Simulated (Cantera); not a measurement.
## Thermodynamics of carbothermic reduction, feed MgO + C + CO

Feed: 1 mol MgO, 1.6 mol C, 0.31 mol CO, at 1600 K and 0.100 bar.

These are equilibrium values from Cantera (NASA tables, ideal gas, pure condensed phases), not measurements of a reactor. Candidate condensed phases: C, Mg, MgCO₃, MgO; 15 gas species. Kinetics and transport are ignored.

| Property | Value |
|---|---|
| x(CO) | 0.999 |
| x(Mg) | 0.00130 |
| x(CO₂) | 2.90e-5 |
| n(C(graphite)) | 1.60 mol |
| n(MgO(s)) | 1.000 mol |
| gas amount | 0.3108 mol |
| log10 activity of Mg(l) (absent) | -4.60 |
